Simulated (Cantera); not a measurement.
Charge: 1 mol FeS, 4.1 mol SO3, 34 mol N2, equilibrated at 3.10 bar.

Method: chemical equilibrium by Gibbs-energy minimisation in Cantera with the NASA 1993 tables (ideal gas, pure condensed phases). Candidate condensed phases: Fe, FeO, FeS, FeSO4, FeS2, Fe2O3, Fe2(SO4)3, Fe3O4, S; 19 gas species. Rates play no part. All values below are at 1352 °C.

Base state: N2 0.861, SO2 0.129, O2 0.00925, NO 0.000472, SO3 0.000453 (mole fractions); condensed: Fe3O4(s).

Question: What changes in the equilibrium state with this change: FeS replaced by Fe2O3?

Answer: 
| species | before | after |
|---|---|---|
| N2 | 0.861 | 0.847 |
| SO2 | 0.129 | 0.101 |
| O2 | 0.00925 | 0.0501 |
| NO | 0.000472 | 0.00109 |
| SO3 | 0.000453 | 0.000830 |
| Fe3O4(s), mol | 0.333 | 0 |
| Fe2O3(s), mol | 0 | 1.00 |

Question: What changes in the equilibrium state with this change: FeS replaced by MgO?

Answer: 
```
species          before     after
-------------  --------  --------
N2                0.861     0.847
SO2               0.129     0.101
O2              0.00925    0.0501
NO             0.000472   0.00109
SO3            0.000453  0.000830
Fe3O4(s), mol     0.333         0
MgO(s), mol           0      1.00
```
Further candidate phases: Mg, MgO, MgS, MgSO4.

Question: What changes in the equilibrium state with this change: SO3 from 4.1 to 0.55 mol?

Answer: 
```
species          before     after
-------------  --------  --------
N2                0.861     0.976
SO2               0.129    0.0157
S2                <1e-9   0.00721
O2              0.00925   1.63e-9
S2O               <1e-9  0.000201
SO3            0.000453   2.32e-8
Fe3O4(s), mol     0.333         0
FeO(s), mol           0     0.531
FeS(l), mol           0     0.469
```
Metal and sulfide melt together well below either melting point, which pure phases cannot show. Mutual solubility and eutectic melting of coexisting phases are not modelled. The tables' stoichiometric FeO is somewhat more stable than real wüstite, so its field is too wide. FeO, FeS: taken at fixed stoichiometry.
